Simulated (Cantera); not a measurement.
## Equilibrium for fluorocarbon and chlorocarbon gases: CF4 + H2

Feed: 1 mol CF4, a varied amount of H2, held at 1398.15 K and 9.30 Pa.

Equilibrium computed with Cantera from the NASA thermochemical tables; the gas is ideal and each condensed phase is pure. Candidate condensed phases: C, C6H6, C7H8, C8H18; 95 gas species. Gases not in the tables: C2F6 and larger saturated fluorocarbons. Kinetics and transport are ignored.

From 0.85 mol H2 to 16 mol H2 the condensed part is C(graphite). The main C-bearing gas is CF4 at 0.85 mol H2 and C2H2 (acetylene) at 16 mol H2.

```json
[
 {"n(H2) (mol)": "0.85", "log p HF": "-4.16", "log p H2": "-13.44", "log p CF4": "-4.63", "log p CF2": "-7.39", "log p H": "-12.04", "log p F": "-7.67", "log p CF3": "-8.55", "n C(graphite)": "0.425"},
 {"n(H2) (mol)": "2.6", "log p HF": "-4.09", "log p H2": "-4.92", "log p CF4": "<-16", "log p CF2": "-15.79", "log p H": "-7.78", "log p F": "-11.86", "log p CF3": "<-16", "n C(graphite)": "1.000"},
 {"n(H2) (mol)": "4.3", "log p HF": "-4.23", "log p H2": "-4.47", "log p CF4": "<-16", "log p CF2": "<-16", "log p H": "-7.56", "log p F": "-12.22", "log p CF3": "<-16", "n C(graphite)": "1.000"},
 {"n(H2) (mol)": "6.1", "log p HF": "-4.34", "log p H2": "-4.33", "log p CF4": "<-16", "log p CF2": "<-16", "log p H": "-7.49", "log p F": "-12.40", "log p CF3": "<-16", "n C(graphite)": "1.000"},
 {"n(H2) (mol)": "7.8", "log p HF": "-4.42", "log p H2": "-4.26", "log p CF4": "<-16", "log p CF2": "<-16", "log p H": "-7.45", "log p F": "-12.52", "log p CF3": "<-16", "n C(graphite)": "1.000"},
 {"n(H2) (mol)": "9.5", "log p HF": "-4.49", "log p H2": "-4.22", "log p CF4": "<-16", "log p CF2": "<-16", "log p H": "-7.43", "log p F": "-12.61", "log p CF3": "<-16", "n C(graphite)": "1.000"},
 {"n(H2) (mol)": "11", "log p HF": "-4.54", "log p H2": "-4.19", "log p CF4": "<-16", "log p CF2": "<-16", "log p H": "-7.42", "log p F": "-12.68", "log p CF3": "<-16", "n C(graphite)": "1.000"},
 {"n(H2) (mol)": "13", "log p HF": "-4.61", "log p H2": "-4.17", "log p CF4": "<-16", "log p CF2": "<-16", "log p H": "-7.41", "log p F": "-12.75", "log p CF3": "<-16", "n C(graphite)": "1.000"},
 {"n(H2) (mol)": "15", "log p HF": "-4.66", "log p H2": "-4.15", "log p CF4": "<-16", "log p CF2": "<-16", "log p H": "-7.40", "log p F": "-12.81", "log p CF3": "<-16", "n C(graphite)": "1.000"},
 {"n(H2) (mol)": "16", "log p HF": "-4.68", "log p H2": "-4.14", "log p CF4": "<-16", "log p CF2": "<-16", "log p H": "-7.39", "log p F": "-12.84", "log p CF3": "<-16", "n C(graphite)": "1.000"}
]
```
log p: log10 of the partial pressure in bar; n: condensed amount in mol.
